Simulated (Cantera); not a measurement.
Charge: 1 mol Al, 3.1 mol HCl, 29 mol N₂, 8 mol Cl₂, at 952 °C.

Cantera equilibrium calculation (NASA polynomials, part measured and part estimated; ideal gas, pure solids and liquids). Candidate condensed phases: Al, AlCl₃, AlN, NH₄Cl; 20 gas species. Kinetics and transport are ignored.

x: gas mole fraction; nothing condenses.

| P (Pa) | x N₂ | x Cl | x Cl₂ | x HCl | x AlCl₃ | x Al₂Cl₆ |
|---|---|---|---|---|---|---|
| 1 | 0.640 | 0.253 | 0.0171 | 0.0684 | 0.0221 | 3.96e-11 |
| 5.20 | 0.662 | ? | ? | 0.0707 | 0.0228 | ? |
| 27 | 0.690 | ? | ? | 0.0738 | 0.0238 | ? |
| 140 | 0.711 | 0.0588 | 0.130 | 0.0760 | 0.0245 | 6.84e-9 |
| 720 | 0.722 | 0.0277 | 0.148 | 0.0772 | 0.0249 | 3.63e-8 |
| 3700 | 0.728 | 0.0126 | 0.157 | 0.0778 | 0.0251 | 1.90e-7 |
| 19000 | 0.730 | 0.00562 | 0.161 | 0.0781 | 0.0252 | 9.80e-7 |
| 100000 | 0.731 | 0.00246 | 0.163 | 0.0782 | 0.0252 | 5.17e-6 |

Problem. Some entries are withheld; supply them.

Solution. 
- 27, x Cl: 0.116
- 27, x Cl₂: 0.0969
- 27, x Al₂Cl₆: 1.24e-9
- 5.20, x Cl: 0.193
- 5.20, x Cl₂: 0.0519
- 5.20, x Al₂Cl₆: 2.20e-10
